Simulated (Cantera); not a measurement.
Input: 1 mol SiC, 2.8 mol O₂, 2.2 mol H₂, 0.55 mol N₂O, at 1050 °C and 24.0 Pa.

These are equilibrium values from Cantera (NASA tables, ideal gas, pure condensed phases), not measurements of a reactor. Candidate condensed phases: C, C₆H₆, C₇H₈, C₈H₁₈, H₂O, Si, SiC, SiO₂, Si₂N₂O, Si₃N₄; 151 gas species. The tables hold silica as quartz up to 1696 K and as liquid above; real silica turns to tridymite and cristobalite and melts near 1996 K. Equilibrium is a limit: real reactors are often held back by kinetics, nucleation or transport.

Base state: H₂O 0.579, CO₂ 0.261, N₂ 0.147, H₂ 0.00727, CO 0.00607, OH 1.01e-5 (mole fractions); condensed: SiO₂(β-quartz).

**Question.** What changes in the equilibrium state with this change: SiC replaced by Si?

**Answer.** 
| species | before | after |
|---|---|---|
| H₂O | 0.579 | 0.590 |
| O₂ | 4.47e-7 | 0.262 |
| N₂ | 0.147 | 0.148 |
| CO₂ | 0.261 | 0 |
| CO | 0.00607 | 0 |
| NO | 2.89e-7 | 0.000222 |
| H₂ | 0.00727 | 9.69e-6 |
| OH | 1.01e-5 | 0.000282 |
| SiO₂(β-quartz), mol | 1.00 | 1.00 |
